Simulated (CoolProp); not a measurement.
Properties of hexamethyldisiloxane (MM) along the isotherm 620 K (Tc = 518.7 K, pc = 1931 kPa, ω = 0.418).

Model: reference Helmholtz-energy equation of state, Thol 2016, in CoolProp.

```
p (kPa)  phase       Z  cp (kJ/(kg K))  cv (kJ/(kg K))  speed of sound (m/s)  expansivity (1/kK)
-------  -----  ------  --------------  --------------  --------------------  ------------------
3.05       gas  0.9997           2.268           2.217                 180.2               1.615
5.15       gas  0.9995           2.268           2.217                 180.1               1.616
8.7        gas  0.9992           2.268           2.217                 180.1               1.618
14.7       gas  0.9986           2.268           2.217                 180.0               1.622
24.8       gas  0.9976           2.269           2.217                 179.8               1.628
41.8       gas  0.9960           2.269           2.217                   [?]               1.638
70.5       gas  0.9932           2.271           2.217                 179.1               1.656
119        gas  0.9885           2.273           2.218                 178.3               1.687
201        gas  0.9805           2.276           2.219                 176.9               1.740
339        gas  0.9670           2.282           2.220                 174.7               1.835
572        gas  0.9441           2.294             [?]                 170.8               2.008
966        gas     [?]             [?]           2.228                 164.4               2.346
```

Question: Complete the blanks.

Answer: 
- 41.8, speed of sound (m/s): 179.5
- 572, cv (kJ/(kg K)): 2.223
- 966, Z: 0.9050
- 966, cp (kJ/(kg K)): 2.317
